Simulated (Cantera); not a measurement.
AlN + N2 + NH3 (sublimation and decomposition of ceramics)

A closed system holds: 1 mol AlN, 0.14 mol N2, 0.001 mol NH3, held at 0.00110 bar.

Cantera equilibrium calculation (NASA polynomials, part measured and part estimated; ideal gas, pure solids and liquids). Candidate condensed phases: Al, AlN; 13 gas species. The numbers say what is thermodynamically allowed, not how fast it happens.

```tsv
T (K)	x N2	x Al	x H2	x H	x AlH	x Al2	x N	n AlN(s)
1748	0.987	0.00235	0.0102	0.000695	4.14e-6	8.35e-9	4.22e-10	1.000
1823	0.975	0.0142	0.00968	0.00129	1.99e-5	1.87e-7	1.63e-9	0.998
1898	0.913	0.0765	0.00823	0.00214	8.15e-5	3.44e-6	5.51e-9	0.988
1973	0.540	0.455	0.00226	0.00193	0.000213	8.03e-5	1.35e-8	0.795
2048	0.390	0.608	0.000292	0.00115	8.71e-5	9.74e-5	3.34e-8	0
2123	0.390	0.608	0.000173	0.00142	5.75e-5	6.79e-5	9.05e-8	0
2198	0.390	0.608	9.15e-5	0.00161	3.64e-5	4.86e-5	2.29e-7	0
2273	0.390	0.608	4.57e-5	0.00171	2.25e-5	3.55e-5	5.46e-7	0
2348	0.390	0.608	2.25e-5	0.00177	1.40e-5	2.65e-5	1.23e-6	0
```
x: gas mole fraction; n: condensed amount in mol.

From 1748 K to 1973 K the condensed part is AlN(s). From 2048 K to 2348 K nothing is condensed. The main Al-bearing gas is Al throughout.
